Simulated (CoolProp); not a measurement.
A single-stage vapour-compression cycle with R115: evaporating at 217.15 K (dew point), condensing at 265.15 K (bubble point), superheat 0 K, subcooling 8 K, compressor efficiency 0.85, no pressure losses. Each further row changes one setting.

The numbers come from the reference Helmholtz-energy equation of state, Lemmon 2016 in CoolProp.

| case | cooling COP | pressure ratio | discharge temperature (K) | refrigerating effect (kJ/kg) | volumetric capacity (kJ/m³) |
|---|---|---|---|---|---|
| as stated | 3.23 | 7.60 | 268.6 | 93.7 | 367 |
| evaporating temperature 222.15 K | (withheld) | 5.87 | 267.6 | 96.5 | (withheld) |
| condensing temperature 260.15 K | (withheld) | 6.40 | 263.9 | 98.6 | 386 |
| subcooling 13 K | 3.40 | 7.60 | 268.6 | 98.6 | 386 |
| superheat 10 K | (withheld) | 7.60 | 279.1 | 99.9 | (withheld) |
| compressor efficiency 0.75 | 2.85 | 7.60 | (withheld) | 93.7 | 367 |

Question: Some entries are withheld; supply them.

Answer: 
- evaporating temperature 222.15 K, cooling COP: 3.79
- evaporating temperature 222.15 K, volumetric capacity (kJ/m³): 481
- condensing temperature 260.15 K, cooling COP: 3.73
- superheat 10 K, cooling COP: 3.28
- superheat 10 K, volumetric capacity (kJ/m³): 373
- compressor efficiency 0.75, discharge temperature (K): 273.9
